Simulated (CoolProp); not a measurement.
R507A along the isotherm 313.8 K: density (kg/m³) from the reference equation and from simpler models built on Tc = 343.8 K, pc = 3.705 MPa, ω = 0.286; each cubic takes its own stable root.

Values from CoolProp's reference Helmholtz-energy equation of state, Lemmon 2003. It is a pseudo-pure fit of the blend.

```csv
p (MPa),phase,reference,van der Waals,Redlich-Kwong,Soave-Redlich-Kwong,Peng-Robinson
0.505,gas,20.61,20.20,20.42,20.49,20.61
1.01,gas,45.14,43.07,44.15,44.50,45.08
3.03,liquid,984.3,572.8,770.0,811.7,916.9
3.54,liquid,992.8,589.7,785.8,823.9,929.9
4.04,liquid,1001,603.1,799.5,834.9,941.6
4.55,liquid,1008,614.6,812.0,845.1,952.6
5.05,liquid,1014,624.5,823.3,854.4,962.6
5.56,liquid,1021,633.4,833.8,863.3,972.1
```
